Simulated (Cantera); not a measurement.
Feed: 1 mol Cr, 0.66 mol O₂, 29 mol N₂, at 353 Torr.

These are equilibrium values from Cantera (NASA tables, ideal gas, pure condensed phases), not measurements of a reactor. Candidate condensed phases: Cr, CrN, Cr₂N, Cr₂O₃; 14 gas species. Mutual solubility and eutectic melting of coexisting phases are not modelled. The numbers say what is thermodynamically allowed, not how fast it happens.

log p: log10 of the partial pressure in bar; n: condensed amount in mol.

| T (K) | log p N₂ | log p Cr | log p CrO | n CrN(s) | n Cr₂O₃(s) | n Cr₂N(s) |
|---|---|---|---|---|---|---|
| 1100 | -0.33 | <-12 | <-12 | 0.120 | 0.440 | 0 |
| 1200 | -0.33 | -10.56 | <-12 | 0.120 | 0.440 | 0 |
| 1300 | -0.33 | ? | <-12 | 0.120 | 0.440 | 0 |
| 1400 | -0.33 | -7.60 | -11.15 | 0 | 0.440 | 0.0600 |
| 1500 | -0.33 | ? | ? | 0 | 0.440 | 0.0600 |
| 1600 | -0.33 | -5.53 | -8.51 | 0 | 0.440 | 0.0599 |
| 1700 | -0.33 | -4.69 | -7.43 | 0 | 0.440 | 0.0594 |

**Question.** Complete the blanks.

**Answer.** 
- 1300, log p Cr: -8.89
- 1500, log p Cr: -6.49
- 1500, log p CrO: -9.74
